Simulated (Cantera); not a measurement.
A closed system holds: 1 mol SrCl2, 0.2 mol O2, 55 mol N2, at 1073 K and 1.00 bar.

These are equilibrium values from Cantera (NASA tables, ideal gas, pure condensed phases), not measurements of a reactor. Candidate condensed phases: Sr, SrCl2, SrO; 16 gas species. Condensed phases not in the tables: oxide chlorides. Kinetics and transport are ignored.

**Question.** What is the equilibrium state?

**Answer.** 
* **x(N2)**: 0.996
* **x(O2)**: 0.00362
* **x(NO)**: 9.76e-6
* **n(SrCl2(s))**: 1.000 mol
* **gas amount**: 55.20 mol
* **log10 activity of Sr(l) (absent)**: -22.42
